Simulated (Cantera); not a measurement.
Equilibrium for titanium nitride, carbide and oxide coatings: Ti + C3H8

Charge: 1 mol Ti, 2.8 mol C3H8, at 0.133 bar.

Method: chemical equilibrium by Gibbs-energy minimisation in Cantera with the NASA 1993 tables (ideal gas, pure condensed phases). Candidate condensed phases: C, C6H6, C7H8, C8H18, Ti, TiC; 77 gas species. TiC: taken at fixed stoichiometry. Equilibrium is a limit: real reactors are often held back by kinetics, nucleation or transport.

From 975 °C to 1625 °C the condensed part is C(graphite) + TiC(s).

```
T (°C)   x H2       x H     x CH4  x C2H2 (acetylene)    x CH3   x C2H4    x C4H2  x C2H2 (vinylidene)  n C(graphite)  n TiC(s)
------  -----  --------  --------  ------------------  -------  -------  --------  -------------------  -------------  --------
975     0.999   1.28e-6   0.00148             2.43e-7  3.67e-8  1.91e-7    <1e-12               <1e-12           7.38      1.00
1025    0.999   2.93e-6   0.00106             5.58e-7  6.11e-8  2.19e-7    <1e-12               <1e-12           7.39      1.00
1075    0.999   6.33e-6  0.000777             1.20e-6  9.77e-8  2.48e-7    <1e-12               <1e-12           7.39      1.00
1125    0.999   1.30e-5  0.000582             2.45e-6  1.51e-7  2.78e-7  2.27e-12             2.10e-12           7.39      1.00
1175    1.000   2.52e-5  0.000444             4.75e-6  2.26e-7  3.09e-7  8.58e-12             7.00e-12           7.39      1.00
1225    1.000   4.71e-5  0.000346             8.81e-6  3.30e-7  3.41e-7  2.97e-11             2.15e-11           7.40      1.00
1275    1.000   8.43e-5  0.000273             1.57e-5  4.68e-7  3.74e-7  9.46e-11             6.12e-11           7.40      1.00
1325    1.000  0.000146  0.000219             2.69e-5  6.51e-7  4.07e-7  2.81e-10             1.63e-10           7.40      1.00
1375    1.000  0.000244  0.000178             4.47e-5  8.86e-7  4.41e-7  7.78e-10             4.09e-10           7.40      1.00
1425    0.999  0.000396  0.000147             7.20e-5  1.18e-6  4.75e-7   2.03e-9             9.72e-10           7.40      1.00
1475    0.999  0.000625  0.000122            0.000113  1.56e-6  5.10e-7   5.01e-9              2.19e-9           7.40      1.00
1525    0.999  0.000964  0.000103            0.000172  2.01e-6  5.44e-7   1.17e-8              4.73e-9           7.39      1.00
1575    0.998   0.00145   8.75e-5            0.000257  2.56e-6  5.79e-7   2.63e-8              9.77e-9           7.39      1.00
1625    0.997   0.00214   7.50e-5            0.000375  3.22e-6  6.13e-7   5.63e-8              1.94e-8           7.39      1.00
```
x: gas mole fraction; n: condensed amount in mol.
